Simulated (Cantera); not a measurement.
Charge: 1 mol TiC, 0.0056 mol C, 4.5 mol N₂, at 5.20 Pa.

Method: chemical equilibrium by Gibbs-energy minimisation in Cantera with the NASA 1993 tables (ideal gas, pure condensed phases). Candidate condensed phases: C, Ti, TiC, TiN; 13 gas species. TiC: taken at fixed stoichiometry. Equilibrium is a limit: real reactors are often held back by kinetics, nucleation or transport.

x: gas mole fraction; n: condensed amount in mol.

```csv
T (K),x N₂,x Ti,x C₃,x CN,x C,n C(graphite),n TiC(s)
1623,1.00,1.78e-9,5.39e-12,1.79e-7,2.60e-11,0.00560,1.00
1773,1.000,1.02e-7,9.53e-10,2.75e-6,2.34e-9,0.00559,1.00
1923,1.000,3.11e-6,7.40e-8,2.75e-5,1.04e-7,0.00548,1.000
2073,1.000,5.73e-5,3.02e-6,0.000196,2.67e-6,0.00489,1.000
2223,0.998,___,___,___,___,___,0.997
2373,0.987,0.00678,0.000970,0.00437,0.000475,0,0.969
2523,0.922,___,___,___,___,0,___
2673,0.740,0.168,0.0355,0.0316,0.0198,0,0
```

### Question
Some entries are withheld; supply them.

### Answer

- 2223, x Ti: 0.000708
- 2223, x C₃: 7.37e-5
- 2223, x CN: 0.00107
- 2223, x C: 4.40e-5
- 2223, n C(graphite): 0.00261
- 2523, x Ti: 0.0488
- 2523, x C₃: 0.00965
- 2523, x CN: 0.0148
- 2523, x C: 0.00390
- 2523, n TiC(s): 0.764
